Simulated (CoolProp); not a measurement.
A single-stage vapour-compression cycle with R1132(E): evaporating at 300.15 K (dew point), condensing at 325.15 K (bubble point), superheat 2 K, subcooling 5 K, compressor efficiency 0.85, no pressure losses. Each further row changes one setting.

Values from CoolProp's reference Helmholtz-energy equation of state, Akasaka 2024.

```tsv
case	cooling COP	pressure ratio	discharge temperature (K)	refrigerating effect (kJ/kg)	volumetric capacity (kJ/m³)
as stated	___	1.81	338.7	174	10100
evaporating temperature 305.15 K	10.7	1.59	336.4	175	___
condensing temperature 320.15 K	___	1.62	331.5	184	10700
subcooling 10 K	8.80	1.81	338.7	___	10700
superheat 12 K	___	1.81	348.4	187	10100
compressor efficiency 0.75	7.30	1.81	340.4	174	10100
```

Fill in the missing entries.


- as stated, cooling COP: 8.28
- evaporating temperature 305.15 K, volumetric capacity (kJ/m³): 11700
- condensing temperature 320.15 K, cooling COP: 10.8
- subcooling 10 K, refrigerating effect (kJ/kg): 185
- superheat 12 K, cooling COP: 8.23
